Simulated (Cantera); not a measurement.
Input (Python, Cantera):

```python
import numpy as np
import cantera as ct

gas = ct.Solution("gri30.yaml")
gas.TPX = 375, 1000000, {'CH4': 1, 'CO': 0.11, 'O2': 2.45, 'N2': 9.2}
inlet = ct.Reservoir(gas, clone=True)
gas.equilibrate("HP")  # start burning
reactor = ct.IdealGasConstPressureReactor(gas, energy="on", clone=False)
exhaust = ct.Reservoir(gas, clone=True)
tau = [0.099, 0.046, 0.021, 0.01, 0.0046, 0.0022, 0.001, 0.00047, 0.00022, 0.0001, 4.7e-05][0]
for a, b in ((inlet, reactor), (reactor, exhaust)):
    ct.MassFlowController(a, b, mdot=lambda t: reactor.mass / tau)
net = ct.ReactorNet([reactor])
show = ['CH4', 'CO', 'O2', 'HCO', 'HO2', 'C2H4', 'NO']

rows = []
print(f"{'tau/s':>10s}{'T/K':>9s}" + "".join(f"{s:>11s}" for s in show))
for tau in [0.099, 0.046, 0.021, 0.01, 0.0046, 0.0022, 0.001, 0.00047, 0.00022, 0.0001, 4.7e-05]:
    net.initial_time = 0.0
    net.advance(30 * tau)
    before = gas.X
    net.advance(40 * tau)
    drift = np.max(np.abs(gas.X - before) / (gas.X + 1e-9))
    rows.append([gas.T, *gas[show].X, drift])
    print(f"{tau:10.3e}{gas.T:9.1f}" + "".join(f"{x:11.3e}" for x in gas[show].X))
```

It prints:

```
     tau/s      T/K        CH4         CO         O2        HCO        HO2       C2H4         NO
 9.900e-02   2130.2  9.951e-07  6.236e-04  3.043e-02  2.209e-09  2.479e-06  2.703e-11  1.187e-03
 4.600e-02   2130.7  2.087e-06  6.720e-04  3.069e-02  4.738e-09  2.562e-06  1.182e-10  7.170e-04
 2.100e-02   2130.2  4.385e-06  7.723e-04  3.089e-02  1.038e-08  2.708e-06  5.140e-10  4.114e-04
 1.000e-02   2128.4  8.609e-06  9.587e-04  3.107e-02  2.184e-08  2.973e-06  1.926e-09  2.481e-04
 4.600e-03   2124.5  1.671e-05  1.325e-03  3.131e-02  4.769e-08  3.521e-06  6.863e-09  1.581e-04
 2.200e-03   2117.7  3.004e-05  1.936e-03  3.165e-02  1.004e-07  4.520e-06  2.019e-08  1.141e-04
 1.000e-03   2105.9  5.427e-05  3.027e-03  3.227e-02  2.233e-07  6.511e-06  5.646e-08  8.866e-05
 4.700e-04   2087.9  9.461e-05  4.700e-03  3.324e-02  4.808e-07  9.963e-06  1.391e-07  7.312e-05
 2.200e-04   2060.6  1.681e-04  7.303e-03  3.482e-02  1.041e-06  1.611e-05  3.355e-07  6.018e-05
 1.000e-04   2017.3  3.241e-04  1.155e-02  3.756e-02  2.324e-06  2.785e-05  8.916e-07  4.629e-05
 4.700e-05   1947.3  7.235e-04  1.867e-02  4.263e-02  5.039e-06  5.196e-05  3.130e-06  2.917e-05
```

Model: GRI-Mech 3.0 (53 species, 325 reactions), integrated in Cantera.
